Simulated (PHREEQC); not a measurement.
Solution (25 °C): 0.058 mol H2SO4 and 0.0027 mol CaCl2 per kg of water. Closed to the air; pH follows from the charge balance.

Model: ion-association model, phreeqc.dat, run in PHREEQC.

Each row changes one thing in this solution. This is a speciation only: nothing precipitates in the calculation.

| case | pH | ionic strength (mol/kgw) |
|---|---|---|
| as made | 1.22 | 0.0936 |
| H2SO4 from 0.058 to 0.0116 mol/kgw | 1.81 | 0.0296 |
| 0.01 mol/kgw NH4HS added | (withheld) | (withheld) |
| H2SO4 left out | 6.99 | (withheld) |
| CaCl2 left out | 1.22 | (withheld) |
| 0.00082 mol/kgw KHF2 added | 1.22 | 0.0938 |
| H2SO4 from 0.058 to 0.0058 mol/kgw | 2.07 | 0.0197 |

**Question.** Some entries are withheld; supply them.

**Answer.** 
- 0.01 mol/kgw NH4HS added, pH: 1.27
- 0.01 mol/kgw NH4HS added, ionic strength (mol/kgw): 0.0959
- H2SO4 left out, ionic strength (mol/kgw): 0.00810
- CaCl2 left out, ionic strength (mol/kgw): 0.0877
